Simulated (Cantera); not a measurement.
A closed system holds: 1 mol Ta, 2.8 mol CH₄, 35 mol H₂, held at 0.0133 bar.

Cantera equilibrium calculation (NASA polynomials, part measured and part estimated; ideal gas, pure solids and liquids). Candidate condensed phases: C, C₆H₆, C₇H₈, C₈H₁₈, Ta, TaC; 77 gas species. TaC: taken at fixed stoichiometry. Condensed phases not in the tables: Ta₂C. Equilibrium is a limit: real reactors are often held back by kinetics, nucleation or transport. All values below are at 1798 K.

Base state: H₂ 0.997, H 0.00304, C₂H₂ (acetylene) 0.000172, CH₄ 1.03e-5 (mole fractions); condensed: C(graphite) + TaC(s).

### Question
What changes in the equilibrium state with this change: pressure from 0.0133 bar to 1.00 bar?

### Answer
```csv
species,before,after
H₂,0.997,0.999
CH₄,1.03e-5,0.000773
H,0.00304,0.000352
C₂H₂ (acetylene),0.000172,0.000172
"C(graphite), mol",1.79,1.75
"TaC(s), mol",1.00,1.00
```
